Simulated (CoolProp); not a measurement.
Vapour-liquid equilibrium of ethylene (1) + propylene (2) at 698 kPa; x and y are mole fractions of (1).

Values from CoolProp's multi-fluid Helmholtz-energy mixture model, Smukala 2000 and Lemmon 2013; pair parameters Bell 2016.

```
x     bubble temperature (°C)  y at the bubble point  dew temperature at overall composition x (°C)  liquid density (mol/L)
----  -----------------------  ---------------------  ---------------------------------------------  ----------------------
0.05                     -1.5                  0.215                                            4.4                   13.12
0.15                    -14.8                  0.516                                            0.9                   13.80
0.25                    -25.5                  0.695                                           -2.9                   14.40
0.35                    -33.9                  0.801                                           -7.0                   14.95
0.45                    -40.6                  0.868                                          -11.5                   15.46
0.55                    -46.0                  0.911                                          -16.6                   15.94
0.65                    -50.5                  0.941                                          -22.5                   16.40
0.75                    -54.3                  0.963                                          -29.6                   16.85
0.85                    -57.6                  0.980                                          -38.6                   17.28
0.95                    -60.7                  0.994                                          -51.9                   17.71
```

No azeotrope shows between x = 0.05 and 0.95.

Pair parameters are fitted to limited data, so mixtures are less certain than the pure fluids.
